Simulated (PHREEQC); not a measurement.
Alkaline etch or developer

Consider water at 25 °C with 0.0062 mol/kgw TMAH and 0.49 mol/kgw K2CO3. Closed to the air; pH follows from the charge balance.

Computed with PHREEQC (ion-association model, phreeqc.dat).

Each row changes one thing in this solution. Precipitation was switched off in this run.

| case | pH | ionic strength (mol/kgw) |
|---|---|---|
| as made | 11.78 | 1.47 |
| diluted 2-fold with water | 11.62 | 0.734 |
| diluted 5-fold with water | 11.44 | 0.292 |
| temperature from 25 to 80 °C | 10.78 | 1.45 |
| diluted 100-fold with water | 10.88 | 0.0140 |
| K2CO3 left out | 11.75 | 0.00620 |

The ionic strength passes 0.7 mol/kgw, the rough limit of the ion-association models, in as made; diluted 2-fold with water; temperature from 25 to 80 °C. Species that the database lacks are ignored. (CH3)4N+ isn't in the database: it is added as a free cation with an ion size of 4 Å. Constants without temperature data keep their 25 °C values here.
